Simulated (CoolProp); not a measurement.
Vapour-liquid equilibrium of n-hexane (1) + benzene (2) at 148.15 °C; x and y are mole fractions of (1).

Model: multi-fluid Helmholtz-energy mixture model, Thol 2019 and Thol 2012; pair parameters Bell 2016, in CoolProp.

```tsv
x	bubble pressure (kPa)	y at the bubble point	dew pressure at overall composition x (kPa)	liquid density (mol/L)
0.05	…	0.081	574.7	9.134
0.15	620.9	0.214	602.9	8.693
0.25	650.1	0.323	630.7	8.286
0.35	673.2	0.418	657.0	7.910
0.45	691.3	0.506	680.2	…
0.55	705.4	0.590	699.1	7.243
0.65	715.8	0.675	713.1	6.946
0.75	…	0.762	…	6.672
0.85	726.7	0.853	726.6	6.418
0.95	727.3	0.950	727.3	6.181
```

Problem. Fill in the missing entries.

Solution. 
- 0.05, bubble pressure (kPa): 583.4
- 0.45, liquid density (mol/L): 7.563
- 0.75, bubble pressure (kPa): 722.9
- 0.75, dew pressure at overall composition x (kPa): 722.1

y crosses x between x = 0.85 and 0.95: the model has an azeotrope there.

The pair parameters rest on a limited set of measurements; away from them the model extrapolates.
